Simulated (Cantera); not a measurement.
Input (Python, Cantera):

```python
import numpy as np
import cantera as ct

gas = ct.Solution("h2o2.yaml")
gas.TPX = 450, 69000, {'H2': 1, 'O2': 0.658, 'N2': 2.47, 'H2O': 0.36}
flame = ct.FreeFlame(gas, width=0.052)
flame.set_refine_criteria(ratio=3, slope=0.08, curve=0.16)
flame.transport_model = "mixture-averaged"
flame.solve(loglevel=0, auto=True)
flame.transport_model = "multicomponent"
flame.soret_enabled = True
flame.solve(loglevel=0, refine_grid=True)
z, T = flame.grid, flame.T
thick = (T[-1] - T[0]) / np.gradient(T, z).max()
show = ['H2', 'O2', 'H2O', 'OH', 'H', 'HO2']
print(f"laminar burning velocity  {flame.velocity[0] * 100:.3f} cm/s")
print(f"burnt temperature         {T[-1]:.1f} K")
print(f"thermal thickness         {thick * 1e3:.4f} mm")
print(f"grid points               {len(z)}")
z0 = z[flame.heat_release_rate.argmax()]
print(f"{'z/mm':>9s}{'T/K':>9s}{'u/(m/s)':>9s}" + "".join(f"{s:>11s}" for s in show))
rows = []
for k in (-3, -2, -1.5, -1, -0.5, -0.25, 0, 0.25, 0.5, 1, 2, 4, 8):
    zz = z0 + k * thick
    rows.append([k * thick, np.interp(zz, z, T), np.interp(zz, z, flame.velocity),
                 *(np.interp(zz, z, flame.X[gas.species_index(s)]) for s in show)])
    print(f"{rows[-1][0] * 1e3:9.3f}{rows[-1][1]:9.1f}{rows[-1][2]:9.3f}" + "".join(f"{x:11.3e}" for x in rows[-1][3:]))
```

It prints:

```
laminar burning velocity  233.611 cm/s
burnt temperature         2039.0 K
thermal thickness         0.5781 mm
grid points               113
     z/mm      T/K  u/(m/s)         H2         O2        H2O         OH          H        HO2
   -1.734    450.0    2.336  2.228e-01  1.466e-01  8.022e-02  1.594e-14  6.066e-15  2.869e-11
   -1.156    450.0    2.336  2.226e-01  1.467e-01  8.024e-02  1.180e-12  4.486e-13  2.542e-09
   -0.867    450.0    2.334  2.221e-01  1.468e-01  8.030e-02  1.302e-11  4.991e-12  3.369e-08
   -0.578    450.5    2.328  2.188e-01  1.474e-01  8.066e-02  4.112e-10  1.823e-10  9.407e-07
   -0.289    480.3    2.405  1.907e-01  1.520e-01  8.495e-02  1.399e-05  8.872e-06  1.756e-04
   -0.145    710.8    3.451  1.512e-01  1.469e-01  1.099e-01  6.152e-04  1.346e-03  2.998e-04
    0.000   1094.8    5.226  9.558e-02  1.177e-01  1.744e-01  1.785e-03  1.028e-02  1.198e-04
    0.145   1373.4    6.523  4.556e-02  7.840e-02  2.439e-01  5.476e-03  1.931e-02  5.906e-05
    0.289   1527.9    7.238  2.579e-02  5.928e-02  2.759e-01  8.709e-03  1.933e-02  3.725e-05
    0.578   1681.7    7.921  1.817e-02  5.066e-02  2.933e-01  1.089e-02  1.332e-02  2.427e-05
    1.156   1816.3    8.494  1.346e-02  4.674e-02  3.060e-01  1.106e-02  7.030e-03  1.545e-05
    2.312   1918.9    8.917  8.375e-03  4.409e-02  3.172e-01  9.665e-03  2.970e-03  8.847e-06
    4.625   1985.4    9.183  4.274e-03  4.270e-02  3.256e-01  7.350e-03  9.879e-04  4.599e-06
```

Detailed kinetics in Cantera: the H2/O2 subset of GRI-Mech 3.0, which has no nitrogen chemistry. Burning velocities carry a grid error of a few per cent, more on coarse grids.
